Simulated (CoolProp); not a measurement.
A Linde-Hampson liquefier for normal hydrogen: isothermal reversible compression at 280 K from 1 atm to 10 MPa, throttling to 1 atm, return gas leaving the recuperator 2 K below the feed. Each further row changes one setting.

The numbers come from the reference Helmholtz-energy equation of state, Leachman 2009 in CoolProp.

```tsv
case	compression work (kJ/kg of gas)
as stated	5370
high pressure 20 MPa	6250
warm-end temperature 310 K	5940
warm-end gap 7 K	5370
```
